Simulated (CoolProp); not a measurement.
A simple Rankine cycle with water: condensing at 322.15 K, boiler at 0.242 MPa, turbine inlet 414.5 K, turbine efficiency 0.9, pump efficiency 0.8, no recuperator. Each further row changes one setting.

The numbers come from the reference Helmholtz-energy equation of state, Wagner 2002 in CoolProp.

```csv
case,thermal efficiency (%),net work (kJ/kg),heat in (kJ/kg),turbine exit temperature (K),volume ratio over the turbine
as stated,16.4,417,2540,322.2,14.5
turbine inlet 434.5 K,16.5,426,2580,322.2,14.0
condensing temperature 314.15 K,18.0,464,2580,314.1,21.1
boiler pressure 0.169 MPa,14.6,371,2550,322.2,10.3
turbine efficiency 0.8,14.6,371,2540,322.2,14.9
```

The expansion ends wet for: as stated; turbine inlet 434.5 K; condensing temperature 314.15 K; boiler pressure 0.169 MPa; turbine efficiency 0.8.
